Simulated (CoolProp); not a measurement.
Oxygen along the isotherm -103.15 °C: Z from the reference equation and from simpler models built on Tc = -118.6 °C, pc = 5.046 MPa, ω = 0.022; each cubic takes its own stable root.

Model: reference Helmholtz-energy equation of state, Schmidt 1985, in CoolProp.

```tsv
p (MPa)	phase	reference	van der Waals	Soave-Redlich-Kwong	Peng-Robinson
3.36	gas	0.8116	0.8180	0.8098	0.7887
6.73	supercritical	0.5441	0.5116	0.5541	0.5225
10.1	supercritical	___	___	0.4340	0.3996
13.5	supercritical	0.4455	0.5466	0.4807	0.4382
16.8	supercritical	0.5138	0.6378	0.5439	0.4937
20.2	supercritical	0.5868	0.7327	0.6123	0.5545
23.5	supercritical	0.6579	0.8242	0.6791	0.6142
26.9	supercritical	0.7305	0.9176	0.7477	0.6756
30.3	supercritical	0.8022	1.010	0.8156	0.7365
33.6	supercritical	0.8711	1.099	0.8808	___
37	supercritical	0.9412	1.190	0.9473	0.8549
40.4	supercritical	1.010	1.280	1.013	0.9142
43.7	supercritical	1.077	1.366	1.076	0.9712
47.1	supercritical	1.145	1.455	1.141	1.029
50.5	supercritical	1.212	1.543	1.205	___
```

### Question
Some entries are withheld; supply them.

### Answer

- 10.1, reference: 0.3930
- 10.1, van der Waals: 0.4603
- 33.6, Peng-Robinson: 0.7951
- 50.5, Peng-Robinson: 1.087
